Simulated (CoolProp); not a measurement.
Vapour-liquid equilibrium of R22 (1) + R114 (2) at 20.35 °C; x and y are mole fractions of (1).

Values from CoolProp's multi-fluid Helmholtz-energy mixture model, Kamei 1995 and Platzer 1990; pair parameters Bell 2016. This equation is an older, rougher fit; its heat capacities, sound speeds and derivatives of the liquid may be far off and weren't checked against measurements.

```json
[
 {"x": "0.05", "bubble pressure (bar)": "2.468", "y at the bubble point": "0.273", "dew pressure at overall composition x (bar)": "1.932", "liquid density (mol/L)": "8.756"},
 {"x": "0.15", "bubble pressure (bar)": "3.495", "y at the bubble point": "0.517", "dew pressure at overall composition x (bar)": "2.141", "liquid density (mol/L)": "9.101"},
 {"x": "0.25", "bubble pressure (bar)": "4.322", "y at the bubble point": "0.636", "dew pressure at overall composition x (bar)": "2.399", "liquid density (mol/L)": "(withheld)"},
 {"x": "0.35", "bubble pressure (bar)": "5.031", "y at the bubble point": "0.712", "dew pressure at overall composition x (bar)": "2.723", "liquid density (mol/L)": "9.891"},
 {"x": "0.45", "bubble pressure (bar)": "5.676", "y at the bubble point": "0.769", "dew pressure at overall composition x (bar)": "3.141", "liquid density (mol/L)": "10.35"},
 {"x": "0.55", "bubble pressure (bar)": "6.293", "y at the bubble point": "0.818", "dew pressure at overall composition x (bar)": "3.693", "liquid density (mol/L)": "(withheld)"},
 {"x": "0.65", "bubble pressure (bar)": "6.905", "y at the bubble point": "(withheld)", "dew pressure at overall composition x (bar)": "4.439", "liquid density (mol/L)": "11.41"},
 {"x": "0.75", "bubble pressure (bar)": "7.529", "y at the bubble point": "0.902", "dew pressure at overall composition x (bar)": "5.446", "liquid density (mol/L)": "12.04"},
 {"x": "0.85", "bubble pressure (bar)": "8.174", "y at the bubble point": "0.942", "dew pressure at overall composition x (bar)": "6.747", "liquid density (mol/L)": "12.74"},
 {"x": "0.95", "bubble pressure (bar)": "8.844", "y at the bubble point": "0.981", "dew pressure at overall composition x (bar)": "8.314", "liquid density (mol/L)": "13.54"}
]
```

Question: Fill in the missing entries.

Answer: 
- 0.25, liquid density (mol/L): 9.478
- 0.55, liquid density (mol/L): 10.85
- 0.65, y at the bubble point: 0.861

No azeotrope shows between x = 0.05 and 0.95.

Pair parameters are fitted to limited data, so mixtures are less certain than the pure fluids.
